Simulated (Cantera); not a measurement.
Input: 1 mol PbCl2, 0.086 mol HCl, 0.75 mol H2, held at 2000 K and 0.000320 bar.

Method: chemical equilibrium by Gibbs-energy minimisation in Cantera with the NASA 1993 tables (ideal gas, pure condensed phases). Candidate condensed phases: Pb, PbCl2; 10 gas species. Equilibrium is a limit: real reactors are often held back by kinetics, nucleation or transport.

Question: What is the equilibrium state?

Answer: 
```json
{
 "x(HCl)": "0.447",
 "x(Pb)": "0.287",
 "x(Cl)": "0.190",
 "x(PbCl)": "0.0361",
 "x(H2)": "0.0254",
 "x(H)": "0.0145",
 "x(PbCl2)": "0.000486",
 "x(Cl2)": "2.12e-5",
 "gas_amount": "3.095 mol",
 "log10 activity of Pb(l) (absent)": "-3.99"
}
```
